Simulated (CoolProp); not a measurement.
A Linde-Hampson liquefier for carbon monoxide: isothermal reversible compression at 280 K from 1 atm to 10 MPa, throttling to 1 atm, return gas leaving the recuperator 5 K below the feed. Each further row changes one setting.

Computed with CoolProp (reference Helmholtz-energy equation of state, Lemmon 2006). It is a short technical equation, of lower accuracy than the large ones.

```
case                        liquid yield per pass  compression work (kJ/kg of gas)
--------------------------  ---------------------  -------------------------------
as stated                                       …                              379
high pressure 20 MPa                        0.093                                …
warm-end temperature 310 K                      …                                …
warm-end gap 10 K                           0.039                              379
```

### Question
Complete the blanks.

### Answer

- as stated, liquid yield per pass: 0.051
- high pressure 20 MPa, compression work (kJ/kg of gas): 436
- warm-end temperature 310 K, liquid yield per pass: 0.035
- warm-end temperature 310 K, compression work (kJ/kg of gas): 422
